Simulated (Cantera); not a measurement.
Stirred combustor or abatement burner

A perfectly stirred reactor is fed with H2 : O2 : N2 : H2O = 0.66 : 0.294 : 1.11 : 0.11 (molar parts), equivalence ratio 1.1, at 89000 Pa; it is adiabatic with a 625 K inlet, and is followed from long to short residence time, starting on the burning branch (τ in s: 0.046, 0.022, 0.011, 0.0053, 0.0026, 0.0013, 0.00062, 0.0003, 0.00015, 7.2e-05, 3.5e-05).

Computed with Cantera and the H2/O2 subset of GRI-Mech 3.0, which has no nitrogen chemistry.

| τ (s) | T (K) | x H2 | x O2 | x H2O | x H | x O | x HO2 |
|---|---|---|---|---|---|---|---|
| 0.046 | 2455 | 0.0447 | 0.00230 | 0.354 | 0.00548 | 0.000692 | 8.53e-7 |
| 0.022 | 2443 | 0.0455 | 0.00264 | 0.352 | 0.00607 | 0.000806 | 9.86e-7 |
| 0.011 | 2422 | 0.0467 | 0.00323 | 0.349 | 0.00706 | 0.00100 | 1.21e-6 |
| 0.0053 | 2387 | 0.0488 | 0.00424 | 0.344 | 0.00885 | 0.00138 | 1.60e-6 |
| 0.0026 | 2334 | 0.0516 | 0.00575 | 0.337 | 0.0117 | 0.00199 | 2.21e-6 |
| 0.0013 | 2262 | 0.0551 | 0.00777 | 0.329 | 0.0159 | 0.00291 | 3.13e-6 |
| 0.00062 | 2164 | 0.0591 | 0.0105 | 0.317 | 0.0224 | 0.00429 | 4.64e-6 |
| 0.00030 | 2047 | 0.0628 | 0.0137 | 0.305 | 0.0309 | 0.00599 | 6.85e-6 |
| 0.00015 | 1919 | 0.0659 | 0.0172 | 0.293 | 0.0411 | 0.00776 | 9.87e-6 |
| 7.2e-5 | 1773 | 0.0690 | 0.0216 | 0.280 | 0.0533 | 0.00946 | 1.45e-5 |
| 3.5e-5 | 1621 | 0.0742 | 0.0275 | 0.266 | 0.0651 | 0.0104 | 2.17e-5 |
x: mole fraction; the columns are a selection and need not sum to one.
